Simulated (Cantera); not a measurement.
Cantera run:

```python
import numpy as np
import cantera as ct

gas_names = """
    H H2 N NH NH2 NH3 N2 N2H2 N2H4 Si SiH SiH2 SiH3 SiH4 SiN Si2 Si2N Si3
""".split()
cond_names = """
    Si(cr) Si(L) Si3N4(a)
""".split()


def load(file, names, dense=False):
    # The tables refer to 1 bar. Condensed volumes are neglected.
    table = {s.name: s for s in ct.Species.list_from_file(file)}
    out = []
    for n in names:
        d = dict(table[n].input_data)
        d["thermo"] = dict(d["thermo"], **{"reference-pressure": 1e5})
        if dense:
            d["equation-of-state"] = {"model": "constant-volume", "density": "1e6 g/cm^3"}
        out.append(ct.Species.from_dict(d))
    return out


gas = ct.Solution(thermo="ideal-gas", species=load("nasa_gas.yaml", gas_names))
cond = {s.name: ct.Solution(thermo="fixed-stoichiometry", species=[s], name=s.name)
        for s in load("nasa_condensed.yaml", cond_names, dense=True)}
atoms = {
    'trisilylamine': {'Si': 3, 'N': 1, 'H': 9},
    'NH3': {'N': 1, 'H': 3},
}
top_T = {'Si3N4(a)': 2400}  # K; cautious upper limits of use, not melting points


def equilibrate(T, P, feed):
    n = {}
    for name, mol in feed.items():
        for a, k in atoms[name].items():
            n[a] = n.get(a, 0.0) + k * mol
    gas.TPX = T, P, n
    mass = sum(n.values()) * gas.mean_molecular_weight
    gas.equilibrate("TP")
    valid = [c for c in cond.values() if c.min_temp <= T <= top_T.get(c.name, c.max_temp)]
    mix = ct.Mixture([(gas, mass / gas.mean_molecular_weight)] + [(c, 0.0) for c in valid])
    mix.T, mix.P = T, P
    mix.equilibrate("TP", solver="vcs", rtol=1e-11, max_steps=5000)
    return mix


results = []
feed = {'trisilylamine': 1, 'NH3': 1.6}  # mol
T = 1825  # K
P = 1000  # Pa
mix = equilibrate(T, P, feed)
results.append((T, P, feed, dict(zip(mix.species_names, mix.species_moles))))
print(gas.report(threshold=1e-06))
for i in range(1, mix.n_phases):
    print(f"{mix.phase(i).name:16s} {mix.phase_moles(i):12.5e} mol")
```

Output:

```
       temperature   1825 K
          pressure   1000 Pa
           density   0.00040452 kg/m^3
  mean mol. weight   6.1382 kg/kmol
   phase of matter   gas

                          1 kg             1 kmol
                     ---------------   ---------------
          enthalpy        7.9081e+06        4.8542e+07  J
   internal energy        5.4361e+06        3.3368e+07  J
           entropy             38683        2.3744e+05  J/K
    Gibbs function       -6.2689e+07        -3.848e+08  J
 heat capacity c_p            5516.2             33859  J/K
 heat capacity c_v            4161.6             25545  J/K

                      mass frac. Y      mole frac. X     chem. pot. / RT
                     ---------------   ---------------   ---------------
                 H        0.00066176         0.0040298           -11.988
                H2           0.27499           0.83729           -23.975
                N2           0.72169           0.15813           -33.085
                Si         0.0020807        0.00045476           -5.3525
               SiH        0.00020956        4.4214e-05            -17.34
              SiH2        0.00014621        2.9814e-05           -29.328
               SiN        5.1057e-05        7.4456e-06           -21.895
               Si2        2.7088e-05        2.9602e-06           -10.705
              Si2N         0.0001332        1.1651e-05           -27.248
     [   +9 minor]        9.8878e-06        8.0273e-07

Si(L)             2.99533e+00 mol
Si3N4(a)          0.00000e+00 mol
```

These are equilibrium values from Cantera (NASA tables, ideal gas, pure condensed phases), not measurements of a reactor. The feed counts by its element totals alone. Gases not in the tables: Si2H6 and higher silanes.
